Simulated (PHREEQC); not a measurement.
Solution (20 °C): 0.001 mol NH3, 0.0038 mol CO2 and 3.5e-05 mol K2CO3 per kg of water. Closed to the air; pH follows from the charge balance.

Equilibrium calculation in PHREEQC: ion-association model, wateq4f.dat.

Each row changes one thing in this solution. This is a speciation only: nothing precipitates in the calculation.

```json
[
 {"case": "as made", "pH": "5.95", "ionic strength (mol/kgw)": "0.00107", "CO2 (mol/kgw)": "0.00276", "HCO3- (mol/kgw)": "0.00107", "CO3-2 (mol/kgw)": "4.52e-8"},
 {"case": "K2CO3 replaced by Cs2CO3 at the same molality", "pH": "5.95", "ionic strength (mol/kgw)": "0.00107", "CO2 (mol/kgw)": "0.00276", "HCO3- (mol/kgw)": "0.00107", "CO3-2 (mol/kgw)": "4.52e-8"},
 {"case": "NH3 left out", "pH": "…", "ionic strength (mol/kgw)": "8.80e-5", "CO2 (mol/kgw)": "0.00375", "HCO3- (mol/kgw)": "8.80e-5", "CO3-2 (mol/kgw)": "2.15e-10"},
 {"case": "diluted 5-fold with water", "pH": "5.96", "ionic strength (mol/kgw)": "0.000215", "CO2 (mol/kgw)": "0.000552", "HCO3- (mol/kgw)": "0.000215", "CO3-2 (mol/kgw)": "8.79e-9"},
 {"case": "0.0051 mol/kgw NaHCO3 added", "pH": "6.69", "ionic strength (mol/kgw)": "0.00615", "CO2 (mol/kgw)": "…", "HCO3- (mol/kgw)": "0.00615", "CO3-2 (mol/kgw)": "…"},
 {"case": "temperature from 20 to 90 °C", "pH": "5.94", "ionic strength (mol/kgw)": "0.00105", "CO2 (mol/kgw)": "0.00278", "HCO3- (mol/kgw)": "0.00105", "CO3-2 (mol/kgw)": "…"},
 {"case": "K2CO3 replaced by KI at the same molality", "pH": "5.92", "ionic strength (mol/kgw)": "0.00104", "CO2 (mol/kgw)": "0.00280", "HCO3- (mol/kgw)": "…", "CO3-2 (mol/kgw)": "3.90e-8"},
 {"case": "CO2 left out", "pH": "10.29", "ionic strength (mol/kgw)": "0.000202", "CO2 (mol/kgw)": "2.28e-9", "HCO3- (mol/kgw)": "1.88e-5", "CO3-2 (mol/kgw)": "1.62e-5"}
]
```

Problem. Complete the blanks.

Solution. 
- NH3 left out, pH: 4.75
- 0.0051 mol/kgw NaHCO3 added, CO2 (mol/kgw): 0.00277
- 0.0051 mol/kgw NaHCO3 added, CO3-2 (mol/kgw): 1.63e-6
- temperature from 20 to 90 °C, CO3-2 (mol/kgw): 7.54e-8
- K2CO3 replaced by KI at the same molality, HCO3- (mol/kgw): 0.00100

Away from 25 °C the constants follow the database's enthalpies or fits; those with neither stay at their 25 °C values.
